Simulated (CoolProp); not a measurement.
A simple Rankine cycle with R21: condensing at 300.15 K, boiler at 0.936 MPa, turbine inlet 472 K, turbine efficiency 0.9, pump efficiency 0.7, no recuperator. Each further row changes one setting.

Model: reference Helmholtz-energy equation of state, Platzer 1990, in CoolProp. This equation is an older, rougher fit; its heat capacities, sound speeds and derivatives of the liquid may be far off and weren't checked against measurements.

| case | thermal efficiency (%) | net work (kJ/kg) | heat in (kJ/kg) | turbine exit temperature (K) | volume ratio over the turbine |
|---|---|---|---|---|---|
| as stated | … | 46.5 | 341 | … | 4.19 |
| condensing temperature 292.15 K | 15.5 | … | … | … | 5.38 |
| boiler pressure 0.655 MPa | … | 37.2 | … | 414.9 | 3.01 |
| turbine efficiency 0.8 | 12.1 | 41.3 | 341 | 405.5 | 4.28 |

**Question.** Fill in the missing entries.

**Answer.** 
- as stated, thermal efficiency (%): 13.6
- as stated, turbine exit temperature (K): 398.0
- condensing temperature 292.15 K, net work (kJ/kg): 54.1
- condensing temperature 292.15 K, heat in (kJ/kg): 349
- condensing temperature 292.15 K, turbine exit temperature (K): 386.1
- boiler pressure 0.655 MPa, thermal efficiency (%): 10.8
- boiler pressure 0.655 MPa, heat in (kJ/kg): 344
